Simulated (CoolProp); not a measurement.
Aqueous magnesium chloride as a coolant, 16 % by mass, freezing at -18.8 °C, 1 atm.

Values from CoolProp's Melinder's fits for secondary coolants.

```tsv
T (°C)	viscosity (mPa s)	Prandtl number	density (kg/m³)	conductivity (W/(m K))
-5.6	4.59	28.8	1145	0.515
0.2	3.78	23.4	1144	0.525
6.1	3.13	19.1	1142	0.535
11.9	2.62	15.7	1140	0.546
17.8	2.20	13.0	1138	0.556
23.6	1.85	10.8	1136	0.566
29.5	1.56	8.98	1133	0.576
35.4	1.30	7.43	1131	0.585
```
